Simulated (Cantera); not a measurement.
# HMDSO + O3 + N2 (silicon oxide and oxynitride deposition)

Feed: 1 mol HMDSO, 2.4 mol O3, 11 mol N2, held at 1425 K.

Cantera equilibrium calculation (NASA polynomials, part measured and part estimated; ideal gas, pure solids and liquids). Candidate condensed phases: C, C6H6, C7H8, C8H18, H2O, Si, SiC, SiO2, Si2N2O, Si3N4; 151 gas species. The feed counts by its element totals alone. N2 is the only nitrogen source here; it is nearly inert below about 1500 K, so the nitride shown seldom forms there in practice. Mutual solubility and eutectic melting of coexisting phases are not modelled. The tables hold silica as quartz up to 1696 K and as liquid above; real silica turns to tridymite and cristobalite and melts near 1996 K. Kinetics and transport are ignored.

| P (Pa) | x N2 | x H2 | x CO | x SiO | x H | x CH4 | n SiO2(β-quartz) | n Si2N2O(s) | n C(graphite) |
|---|---|---|---|---|---|---|---|---|---|
| 5 | 0.396 | 0.323 | 0.216 | 0.0648 | 0.000549 | 1.20e-11 | 0.199 | 0 | 0 |
| 21 | 0.403 | 0.340 | 0.227 | 0.0290 | 0.000275 | 4.64e-10 | 0.544 | 0.345 | 0 |
| 85 | 0.408 | 0.352 | 0.235 | 0.00448 | 0.000139 | 5.26e-9 | 0.762 | 0.562 | 0 |
| 350 | 0.409 | 0.354 | 0.236 | 0.000678 | 6.86e-5 | 5.65e-8 | 0.794 | 0.594 | 0 |
| 1400 | 0.409 | 0.354 | 0.236 | 0.000107 | 3.43e-5 | 5.70e-7 | 0.799 | 0.599 | 0 |
| 5900 | 0.409 | 0.354 | 0.236 | 1.57e-5 | 1.67e-5 | 6.27e-6 | 0.799 | 0.600 | 0 |
| 24000 | 0.409 | 0.354 | 0.236 | 2.41e-6 | 8.29e-6 | 6.49e-5 | 0.801 | 0.599 | 0 |
| 100000 | 0.455 | 0.371 | 0.173 | 3.31e-7 | 4.15e-6 | 0.000518 | 2.00 | 0 | 1.79 |
x: gas mole fraction; n: condensed amount in mol.

At 5.00 Pa the condensed part is SiO2(β-quartz). From 21.0 Pa to 0.240 bar the condensed part is SiO2(β-quartz) + Si2N2O(s). At 1.00 bar the condensed part is C(graphite) + SiO2(β-quartz). The main Si-bearing gas is SiO throughout.
